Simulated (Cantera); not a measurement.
What does this Cantera script print?

```python
import numpy as np
import cantera as ct

gas_names = """
    C CH CH2 CH3 CH2OH CH3O CH4 CH3OH CO CO2 COOH C2 C2H CHCO,ketyl C2H2,acetylene C2H2,vinylidene
    CH2CO,ketene C2H3,vinyl CH3CO,acetyl C2H4 C2H4O,ethylen CH3CHO,ethanal CH3COOH (HCOOH)2 C2H5 C2H6
    CH3OCH3 C2H5OH C2O C3 C3H3,propargyl C3H4,allene C3H4,propyne C3H4,cyclo- C3H5,allyl C3H6,propylene
    C3H6,cyclo- C3H6O C3H7,n-propyl C3H7,i-propyl C3H8 C3H8O,1propanol C3H8O,2propanol C3O2 C4 C4H2
    C4H4,1,3-cyclo- C4H6,butadiene C4H6,2-butyne C4H6,cyclo- C4H8,1-butene C4H8,cis2-buten
    C4H8,tr2-butene C4H8,isobutene C4H8,cyclo- (CH3COOH)2 C4H9,n-butyl C4H9,i-butyl C4H9,s-butyl
    C4H9,t-butyl C4H10,isobutane C4H10,n-butane C5 C5H6,1,3cyclo- C5H8,cyclo- C5H10,1-pentene
    C5H10,cyclo- C5H11,pentyl C5H11,t-pentyl C5H12,n-pentane C5H12,i-pentane CH3C(CH3)2CH3 C6H2
    C6H5,phenyl C6H5O,phenoxy C6H6 C6H5OH,phenol C6H10,cyclo- C6H12,1-hexene C6H12,cyclo- C6H13,n-hexyl
    C7H7,benzyl C7H8 C7H8O,cresol C7H14,1-heptene C7H15,n-heptyl C7H16,n-heptane C8H8,styrene
    C8H10,ethylbenz C8H16,1-octene C8H17,n-octyl C8H18,isooctane C8H18,n-octane C9H19,n-nonyl
    C10H8,naphthale C10H21,n-decyl C12H9,o-bipheny C12H10,bipheny Fe FeC5O5 FeO Fe(OH)2 H HCO HO2 H2
    HCHO,formaldehy HCOOH H2O H2O2 O OH O2 O3
""".split()
cond_names = """
    C(gr) C6H6(L) C7H8(L) C8H18(L),n-octa Fe(a) Fe(c) Fe(d) Fe(L) FeC5O5(L) FeO(s) FeO(L) Fe(OH)2(s)
    Fe(OH)3(s) Fe2O3(s) Fe3O4(s) H2O(s) H2O(L)
""".split()


def load(file, names, dense=False):
    # The tables refer to 1 bar. Condensed volumes are neglected.
    table = {s.name: s for s in ct.Species.list_from_file(file)}
    out = []
    for n in names:
        d = dict(table[n].input_data)
        d["thermo"] = dict(d["thermo"], **{"reference-pressure": 1e5})
        if dense:
            d["equation-of-state"] = {"model": "constant-volume", "density": "1e6 g/cm^3"}
        out.append(ct.Species.from_dict(d))
    return out


gas = ct.Solution(thermo="ideal-gas", species=load("nasa_gas.yaml", gas_names))
cond = {s.name: ct.Solution(thermo="fixed-stoichiometry", species=[s], name=s.name)
        for s in load("nasa_condensed.yaml", cond_names, dense=True)}
atoms = {
    'Fe3O4': {'Fe': 3, 'O': 4},
    'CH4': {'C': 1, 'H': 4},
    'H2': {'H': 2},
}
top_T = {'C(gr)': 4500, 'Fe2O3(s)': 1830, 'Fe3O4(s)': 1870}  # K; cautious upper limits of use, not melting points


def equilibrate(T, P, feed):
    n = {}
    for name, mol in feed.items():
        for a, k in atoms[name].items():
            n[a] = n.get(a, 0.0) + k * mol
    gas.TPX = T, P, n
    mass = sum(n.values()) * gas.mean_molecular_weight
    gas.equilibrate("TP")
    valid = [c for c in cond.values() if c.min_temp <= T <= top_T.get(c.name, c.max_temp)]
    mix = ct.Mixture([(gas, mass / gas.mean_molecular_weight)] + [(c, 0.0) for c in valid])
    mix.T, mix.P = T, P
    mix.equilibrate("TP", solver="vcs", rtol=1e-11, max_steps=5000)
    return mix


results = []
feed = {'Fe3O4': 1, 'CH4': 0.38, 'H2': 0.74}  # mol
P = 210000  # Pa
for T in [900, 1050, 1200, 1350, 1500, 1650, 1800, 1950, 2100, 2250, 2400]:
    mix = equilibrate(T, P, feed)
    results.append((T, P, feed, dict(zip(mix.species_names, mix.species_moles))))
    x = sorted(zip(gas.X, gas.species_names), reverse=True)
    print(f"T = {T:g} K  P = {P:g} Pa  gas = {mix.phase_moles(0):.4g} mol")
    print("   x: " + "  ".join(f"{s} {v:.3e}" for v, s in x if v > 0.0001))
    print("   condensed (mol): " + ("  ".join(f"{mix.phase(i).name} {mix.phase_moles(i):.4g}"
          for i in range(1, mix.n_phases) if mix.phase_moles(i) > 1e-12) or "none"))
```

Output:

```
T = 900 K  P = 210000 Pa  gas = 1.681 mol
   x: H2 4.501e-01  H2O 3.239e-01  CO2 1.040e-01  CO 6.286e-02  CH4 5.913e-02
   condensed (mol): FeO(s) 3
T = 1050 K  P = 210000 Pa  gas = 1.867 mol
   x: H2 5.344e-01  H2O 2.621e-01  CO 1.268e-01  CO2 7.328e-02  CH4 3.384e-03
   condensed (mol): FeO(s) 3
T = 1200 K  P = 210000 Pa  gas = 1.879 mol
   x: H2 5.236e-01  H2O 2.742e-01  CO 1.463e-01  CO2 5.579e-02  CH4 1.384e-04
   condensed (mol): FeO(s) 3
T = 1350 K  P = 210000 Pa  gas = 1.88 mol
   x: H2 5.127e-01  H2O 2.852e-01  CO 1.575e-01  CO2 4.460e-02
   condensed (mol): FeO(s) 3
T = 1500 K  P = 210000 Pa  gas = 1.88 mol
   x: H2 5.051e-01  H2O 2.928e-01  CO 1.651e-01  CO2 3.699e-02
   condensed (mol): FeO(s) 3
T = 1650 K  P = 210000 Pa  gas = 1.88 mol
   x: H2 4.997e-01  H2O 2.981e-01  CO 1.705e-01  CO2 3.166e-02
   condensed (mol): FeO(L) 3
T = 1800 K  P = 210000 Pa  gas = 1.88 mol
   x: H2 4.957e-01  H2O 3.019e-01  CO 1.743e-01  CO2 2.779e-02  H 1.740e-04
   condensed (mol): FeO(L) 3
T = 1950 K  P = 210000 Pa  gas = 1.881 mol
   x: H2 4.925e-01  H2O 3.047e-01  CO 1.771e-01  CO2 2.492e-02  H 5.551e-04
   condensed (mol): FeO(L) 3
T = 2100 K  P = 210000 Pa  gas = 1.882 mol
   x: H2 4.892e-01  H2O 3.067e-01  CO 1.792e-01  CO2 2.273e-02  H 1.504e-03  Fe 3.825e-04  Fe(OH)2 1.853e-04  OH 1.123e-04
   condensed (mol): FeO(L) 2.999
T = 2250 K  P = 210000 Pa  gas = 1.887 mol
   x: H2 4.843e-01  H2O 3.084e-01  CO 1.803e-01  CO2 2.109e-02  H 3.567e-03  Fe 1.567e-03  OH 3.412e-04  Fe(OH)2 3.264e-04
   condensed (mol): FeO(L) 2.996
T = 2400 K  P = 210000 Pa  gas = 1.898 mol
   x: H2 4.749e-01  H2O 3.105e-01  CO 1.802e-01  CO2 1.994e-02  H 7.565e-03  Fe 5.249e-03  OH 9.089e-04  Fe(OH)2 5.328e-04  FeO 1.515e-04
   condensed (mol): FeO(L) 2.989
```

Method: chemical equilibrium by Gibbs-energy minimisation in Cantera with the NASA 1993 tables (ideal gas, pure condensed phases). The tables' stoichiometric FeO is somewhat more stable than real wüstite, so its field is too wide. FeO: taken at fixed stoichiometry.
